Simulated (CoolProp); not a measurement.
Vapour-liquid equilibrium of CHF3 (R23) (1) + R227EA (2) at 0.297 MPa; x and y are mole fractions of (1).

Computed with CoolProp (multi-fluid Helmholtz-energy mixture model, Penoncello 2003 and Lemmon 2016; pair parameters Bell 2016).

```tsv
x	bubble temperature (°C)	y at the bubble point	dew temperature at overall composition x (°C)	liquid density (mol/L)
0.05	0.6	0.335	10.3	8.942
0.125	-13.7	0.640	…	…
0.2	-24.8	0.794	5.5	10.28
0.275	-33.0	0.872	2.9	…
0.35	-39.1	0.915	0.1	11.57
0.425	-43.7	0.940	-3.0	12.23
0.5	-47.3	0.956	-6.3	12.93
0.575	-50.2	0.967	-10.0	13.67
0.65	-52.6	0.975	-14.3	14.47
0.725	-54.6	0.982	-19.2	15.34
0.8	-56.5	0.987	-25.3	16.30
0.875	-58.2	0.992	-33.4	17.36
0.95	-59.9	0.997	-45.9	18.57
```

Problem. What belongs in the gaps?

Solution. 
- 0.125, dew temperature at overall composition x (°C): 8.0
- 0.125, liquid density (mol/L): 9.625
- 0.275, liquid density (mol/L): 10.92

No azeotrope shows between x = 0.05 and 0.95.

The pair parameters rest on a limited set of measurements; away from them the model extrapolates. The gap from Raoult's law changes sign with composition, which may be real or a fault of the pair parameters; it wasn't checked against measurements.
